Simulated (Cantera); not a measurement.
An adiabatic, constant-pressure homogeneous reactor starts with 11.2 % CH4, 2.35 % H2, 18.2 % O2, 68.3 % N2, at 1050 K and 5.00 bar.

Detailed kinetics in Cantera: GRI-Mech 3.0 (53 species, 325 reactions).

x: mole fraction; the columns are a selection and need not sum to one.

```tsv
t (s)	T (K)	x CH4	x H2	x O2	x NO2	x HCN	x CH3	x C2H6
2.00e-6	1050	0.112	0.0235	0.182	<1e-12	<1e-12	4.28e-10	<1e-12
4.51e-6	1050	0.112	0.0235	0.182	<1e-12	<1e-12	9.75e-10	<1e-12
1.02e-5	1050	0.112	0.0235	0.182	<1e-12	<1e-12	?	<1e-12
2.30e-5	1050	0.112	0.0235	0.182	<1e-12	<1e-12	?	<1e-12
5.18e-5	1050	0.112	0.0235	0.182	<1e-12	<1e-12	?	1.14e-12
0.000117	1050	0.112	0.0235	0.182	<1e-12	<1e-12	?	1.10e-11
0.000264	1050	0.112	0.0235	0.182	<1e-12	<1e-12	?	9.74e-11
0.000595	1050	0.112	0.0235	0.182	<1e-12	<1e-12	?	1.05e-9
0.00134	1050	0.112	0.0235	0.182	<1e-12	<1e-12	?	4.05e-8
0.00303	1052	0.112	0.0234	0.181	<1e-12	<1e-12	?	2.90e-5
0.00684	1094	0.107	0.0229	0.176	<1e-12	<1e-12	?	0.000504
0.0154	2607	1.31e-12	0.0426	0.000388	8.23e-8	2.44e-8	1.98e-12	<1e-12
0.0348	2607	1.31e-12	0.0426	0.000388	8.27e-8	2.45e-8	1.98e-12	<1e-12
0.0786	2607	1.31e-12	0.0426	0.000388	8.27e-8	2.45e-8	1.98e-12	<1e-12
0.177	2607	1.31e-12	0.0426	0.000388	8.27e-8	2.45e-8	1.98e-12	<1e-12
0.400	2607	1.31e-12	0.0426	0.000388	8.27e-8	2.45e-8	1.98e-12	<1e-12
```

**Question.** What belongs in the gaps?

**Answer.** 
- 1.02e-5, x CH3: 2.19e-9
- 2.30e-5, x CH3: 4.82e-9
- 5.18e-5, x CH3: 1.03e-8
- 0.000117, x CH3: 2.08e-8
- 0.000264, x CH3: 4.10e-8
- 0.000595, x CH3: 1.00e-7
- 0.00134, x CH3: 5.62e-7
- 0.00303, x CH3: 9.38e-6
- 0.00684, x CH3: 2.70e-5
